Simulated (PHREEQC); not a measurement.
Consider water at 25 °C with 1.1 mol Na2SO4 and 0.1 mol MnCl2 per kg of water. Closed to the air; pH follows from the charge balance.

Equilibrium calculation in PHREEQC: ion-association model, wateq4f.dat.

The ionic strength comes out as 2.28 mol/kgw. What activity coefficients do Cl-, MnCl3-, NaSO4-, HSO4-, Mn+2 get?

Cl- 0.57, MnCl3- 0.60, NaSO4- 0.62, HSO4- 0.58, Mn+2 0.17.

No solid was allowed to form. Caution: at this ionic strength the ion-association model is outside its range; a Pitzer model would be the better tool where its parameters exist.
